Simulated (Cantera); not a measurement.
A perfectly stirred reactor is fed with 19.2 % C2H6, 80.6 % N2, 0.249 % H2O, at 0.600 bar; it is held at 1423 K, and followed from long to short residence time.

Detailed kinetics in Cantera: GRI-Mech 3.0 (53 species, 325 reactions). GRI-Mech 3.0 stops at C3 and has no aromatics, soot or wall deposition, so with more carbon than oxygen in the feed, carbon stays in small species such as C2H2 where larger ones or solid carbon would form.

x: mole fraction; the columns are a selection and need not sum to one.

| τ (s) | x C2H6 | x HCN | x C2H | x CH3 | x C2H4 |
|---|---|---|---|---|---|
| 0.57 | 0.000475 | 2.82e-9 | ___ | 5.89e-5 | 0.0128 |
| 0.33 | 0.000685 | 2.84e-9 | ___ | 6.98e-5 | 0.0143 |
| 0.19 | 0.00100 | 2.87e-9 | ___ | 8.36e-5 | 0.0164 |
| 0.11 | 0.00149 | 2.89e-9 | ___ | 0.000101 | 0.0194 |
| 0.061 | 0.00230 | 2.90e-9 | ___ | 0.000125 | 0.0239 |
| 0.035 | 0.00352 | 2.89e-9 | 1.68e-8 | 0.000155 | 0.0298 |
| 0.020 | 0.00548 | 2.87e-9 | 1.79e-8 | 0.000194 | 0.0376 |
| 0.011 | 0.00892 | 2.83e-9 | 1.83e-8 | 0.000248 | 0.0480 |
| 0.0064 | 0.0140 | 2.77e-9 | 1.76e-8 | 0.000312 | 0.0584 |
| 0.0037 | 0.0223 | 2.68e-9 | ___ | 0.000396 | 0.0683 |

**Question.** Some entries are withheld; supply them.

**Answer.** 
- 0.57, x C2H: 8.26e-9
- 0.33, x C2H: 9.81e-9
- 0.19, x C2H: 1.15e-8
- 0.11, x C2H: 1.33e-8
- 0.061, x C2H: 1.52e-8
- 0.0037, x C2H: 1.57e-8
